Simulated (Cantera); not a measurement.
Charge: 1 mol Ti(NMe₂)₄, 100 mol H₂, equilibrated at 1575 °C and 32.0 Pa.

Method: chemical equilibrium by Gibbs-energy minimisation in Cantera with the NASA 1993 tables (ideal gas, pure condensed phases). Candidate condensed phases: C, C₆H₆, C₇H₈, C₈H₁₈, Ti, TiC, TiN; 93 gas species. The feed counts by its element totals alone. TiC: taken at fixed stoichiometry. The numbers say what is thermodynamically allowed, not how fast it happens.

What is the equilibrium state?


- x(H₂) = 0.953
- x(H) = 0.0289
- x(N₂) = 0.0168
- x(HCN) = 0.000975
- x(C₂H₂ (acetylene)) = 0.000245
- x(HNC) = 4.11e-5
- n(C(graphite)) = 6.83 mol
- n(TiC(s)) = 1.000 mol
- gas amount = 115.7 mol
- log10 activity of Ti(β) (absent) = -4.54
